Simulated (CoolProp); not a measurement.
Vapour-liquid equilibrium of dimethyl ether (1) + methanol (2) at 34.25 °C; x and y are mole fractions of (1).

Values from CoolProp's multi-fluid Helmholtz-energy mixture model, Wu 2011 and de Reuck 1993; pair parameters Bell 2016.

Question: Give the bubble pressure and the first vapour's composition at x = 0.5, 0.65, 0.8. Is there an azeotrope?

Answer: x = 0.5: 4.962 bar, y = 0.958; x = 0.65: 5.656 bar, y = 0.968; x = 0.8: 6.371 bar, y = 0.978. No azeotrope shows between x = 0.05 and 0.95.

The pair parameters rest on a limited set of measurements; away from them the model extrapolates. With so large a gap from Raoult's law the liquid may split in two, which this calculation doesn't test in full.
